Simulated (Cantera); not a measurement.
A closed system holds: 1 mol SiH₂Cl₂, 8.6 mol N₂, 0.61 mol HCl, held at 1250 K and 1.00 bar.

Equilibrium computed with Cantera from the NASA thermochemical tables; the gas is ideal and each condensed phase is pure. Candidate condensed phases: NH₄Cl, Si, Si₃N₄; 28 gas species. N₂ is the only nitrogen source here; it is nearly inert below about 1500 K, so the nitride shown seldom forms there in practice. The tables' values for SiCl₃ are old estimates; treat these amounts as uncertain. Equilibrium is a limit: real reactors are often held back by kinetics, nucleation or transport.

Base state: N₂ 0.777, HCl 0.144, H₂ 0.0524, SiCl₄ 0.0258, SiHCl₃ 0.000333, SiCl₃ 0.000328, SiCl₂ 2.98e-5 (mole fractions); condensed: Si₃N₄(s).

### Question
What changes in the equilibrium state with this change: SiH₂Cl₂ replaced by Si₂Cl₆?

### Answer
```tsv
species	before	after
N₂	0.777	0.798
SiCl₄	0.0258	0.145
HCl	0.144	0.0527
H₂	0.0524	0.00291
SiCl₃	0.000328	0.00119
SiCl₂	2.98e-5	7.01e-5
Si₃N₄(s), mol	0.241	0.160
```
The feed counts by its element totals alone.
